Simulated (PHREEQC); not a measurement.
# Buffer: an equilibrium model

Make-up at 65 °C: 0.0078 mol KH2PO4 and 0.0012 mol KOH per kg of water. It is in equilibrium with CO2 at log p = -3.4 (atm). Otherwise closed; pH follows from the charge balance.

Equilibrium calculation in PHREEQC: ion-association model, wateq4f.dat.

Precipitation was switched off in this run.

Question: Predict the pH.

Answer: pH 6.23.

Question: In which forms is C present?

Answer: CO2 51 %, HCO3- 49 % of the C.

H3PO4, which wateq4f.dat lacks, is added to it with the constant of phreeqc.dat. Constants without temperature data keep their 25 °C values here.
